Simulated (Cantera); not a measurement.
Cantera run:

```python
import numpy as np
import cantera as ct

gas_names = """
    F F2 H HF H2 H2F2 H3F3 H4F4 H5F5 H6F6 H7F7 Si SiF SiF2 SiF3 SiF4 SiH SiHF3 SiH2 SiH2F2 SiH3 SiH3F
    SiH4 Si2 Si3
""".split()
cond_names = """
    Si(cr) Si(L)
""".split()


# ... load() reads the species with a 1 bar reference pressure and builds the phases ...
atoms = {
    'Si': {'Si': 1},
    'F2': {'F': 2},
    'H2': {'H': 2},
}
top_T = {}  # K; cautious upper limits of use, not melting points


# ... equilibrate(T, P, feed) seeds the gas with the atoms and calls Mixture.equilibrate('TP', solver="vcs", rtol=1e-11, max_steps=5000) ...
results = []
feed = {'Si': 1, 'F2': 1.3, 'H2': 81}  # mol
T = 1098  # K
P = 1.9  # Pa
mix = equilibrate(T, P, feed)
results.append((T, P, feed, dict(zip(mix.species_names, mix.species_moles))))
print(gas.report(threshold=1e-06))
for i in range(1, mix.n_phases):
    print(f"{mix.phase(i).name:16s} {mix.phase_moles(i):12.5e} mol")
```

Output:

```
       temperature   1098 K
          pressure   1.9 Pa
           density   5.8993e-07 kg/m^3
  mean mol. weight   2.8345 kg/kmol
   phase of matter   gas

                          1 kg             1 kmol
                     ---------------   ---------------
          enthalpy        4.0273e+06        1.1416e+07  J
   internal energy         8.066e+05        2.2863e+06  J
           entropy             92366        2.6181e+05  J/K
    Gibbs function        -9.739e+07       -2.7606e+08  J
 heat capacity c_p             11004             31191  J/K
 heat capacity c_v            8070.7             22877  J/K

                      mass frac. Y      mole frac. X     chem. pot. / RT
                     ---------------   ---------------   ---------------
                 H        2.0091e-06        5.6496e-06           -14.311
                HF         0.0026313         0.0003728           -71.544
                H2           0.70512           0.99141           -28.623
              SiF2         0.0037641        0.00016146           -118.33
              SiF3          0.026154        0.00087136           -175.56
              SiF4           0.25701         0.0069996           -232.79
             SiHF3         0.0052578        0.00017312           -189.87
            SiH2F2        5.2316e-05        2.1776e-06           -146.95
     [  +17 minor]         3.014e-07        1.8685e-08

Si(cr)            3.29601e-01 mol
```

Cantera equilibrium calculation (NASA polynomials, part measured and part estimated; ideal gas, pure solids and liquids). The tables' values for SiF3, SiF2 are old estimates; treat these amounts as uncertain.
